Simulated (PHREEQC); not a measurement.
Make-up at 50 °C: 55 mmol/kgw LiOH, 0.0058 mmol/kgw H4SiO4 and 3.7 mmol/kgw (CH3)4NCl. It is in equilibrium with CO2 at log p = -3.4 (atm). Otherwise closed; pH follows from the charge balance.

The numbers come from PHREEQC with the ion-association model, wateq4f.dat.

No solid was allowed to form.

**Question.** Order these Si species by the share of Si that they hold, largest first: H4SiO4, H2SiO4-2, H3SiO4-.

**Answer.** H3SiO4- (66 %), H4SiO4 (34 %), H2SiO4-2 (0.17 %)

The pH is 9.68 and the ionic strength 0.0740 mol/kgw. (CH3)4N+ isn't in the database: it is added as a free cation with an ion size of 4 Å. At this temperature some constants are extrapolated from 25 °C, and those without enthalpy data are left unchanged.
